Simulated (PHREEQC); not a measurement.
# City or well water: an equilibrium model

Model water analysis in mmol/kgw, 25 °C, pH 8.5, pe 9.6: Na 0.542; K 0.0539; Ca 0.00866; Mg 0.249; Cl 0.738; S(6) 0.143; Alkalinity (meq/kgw) 0.108; B 0.0142.

Na is adjusted to close the charge balance.
Valence states are taken as typed.

The numbers come from PHREEQC with the ion-association model, wateq4f.dat.

```yaml
ionic_strength: 0.00151 mol/kgw
```

```json
[
 {"species": "Cl-", "molality": "0.000738", "activity": "0.000706", "log γ": "-0.019"},
 {"species": "Na+", "molality": "0.000562", "activity": "0.000539", "log γ": "-0.019"},
 {"species": "Mg+2", "molality": "0.000243", "activity": "0.000205", "log γ": "-0.074"},
 {"species": "SO4-2", "molality": "0.000137", "activity": "0.000115", "log γ": "-0.075"},
 {"species": "HCO3-", "molality": "9.80e-5", "activity": "9.39e-5", "log γ": "-0.019"},
 {"species": "K+", "molality": "5.39e-5", "activity": "5.16e-5", "log γ": "-0.019"},
 {"species": "H3BO3", "molality": "1.19e-5", "activity": "1.19e-5", "log γ": "0.000"},
 {"species": "Ca+2", "molality": "8.47e-6", "activity": "7.14e-6", "log γ": "-0.074"},
 {"species": "MgSO4", "molality": "5.54e-6", "activity": "5.54e-6", "log γ": "0.000"},
 {"species": "OH-", "molality": "3.31e-6", "activity": "3.17e-6", "log γ": "-0.019"}
]
```

This is a speciation only: nothing precipitates in the calculation.
